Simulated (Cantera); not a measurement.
Input: 1 mol Si, 0.31 mol H2O, a varied amount of N2, at 1527 °C and 0.280 bar.

Cantera equilibrium calculation (NASA polynomials, part measured and part estimated; ideal gas, pure solids and liquids). Candidate condensed phases: H2O, Si, SiO2, Si2N2O, Si3N4; 35 gas species. Mutual solubility and eutectic melting of coexisting phases are not modelled. Rates play no part.

Question: Which condensed phases are stable at each of these points (n(N2) (mol)): 110, 130, 160, 190, 240, 290, 350, 420, 510, 620, 760, 920?

Answer: 
```tsv
n(N2) (mol)	condensed phases	Si condensed (%)
110	Si2N2O(s) + Si3N4(s)	95.9
130	Si2N2O(s) + Si3N4(s)	95.2
160	Si2N2O(s) + Si3N4(s)	94.1
190	Si2N2O(s) + Si3N4(s)	92.9
240	Si2N2O(s) + Si3N4(s)	91.1
290	Si2N2O(s) + Si3N4(s)	89.2
350	Si2N2O(s) + Si3N4(s)	87.0
420	Si2N2O(s) + Si3N4(s)	84.4
510	Si2N2O(s) + Si3N4(s)	81.1
620	Si2N2O(s) + Si3N4(s)	77.0
760	Si2N2O(s) + Si3N4(s)	71.8
920	Si3N4(s)	68.9
```

From 110 mol N2 to 760 mol N2 the condensed part is Si2N2O(s) + Si3N4(s). At 920 mol N2 the condensed part is Si3N4(s).
